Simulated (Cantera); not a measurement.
A closed system holds: 1 mol C2H6, 5.2 mol CO2, held at 2377 °C and 230 Pa.

Cantera equilibrium calculation (NASA polynomials, part measured and part estimated; ideal gas, pure solids and liquids). Candidate condensed phases: C, C6H6, C7H8, C8H18, H2O; 110 gas species. Kinetics and transport are ignored.

Problem. What is the equilibrium state?

Solution. 
| Property | Result |
|---|---|
| x(CO) | 0.492 |
| x(H) | 0.233 |
| x(O) | 0.0871 |
| x(H2) | 0.0569 |
| x(CO2) | 0.0435 |
| x(H2O) | 0.0332 |
| x(OH) | 0.0331 |
| x(O2) | 0.0206 |
| gas amount | 13.44 mol |
| log10 activity of C(graphite) (absent) | -7.48 |
